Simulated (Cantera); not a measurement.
Cantera with NASA thermochemical tables; ideal gases at 1 bar, condensed phases pure. Values are per mole of reaction as written; species without (g) are pure solids or liquids, kept so even where they would boil at 1 bar.

Task: Between 300 and 1625 K, where is each reaction favourable under standard conditions?
- N(g) + BF₃(g) ⇌ 3 F(g) + BN

Result: 
- N(g) + BF₃(g) ⇌ 3 F(g) + BN: ΔG° is 625 kJ at 300 K and 495 kJ at 1625 K; it stays positive (K < 1). ΔH° is 666 kJ and ΔS° 105 J/K at 1625 K.
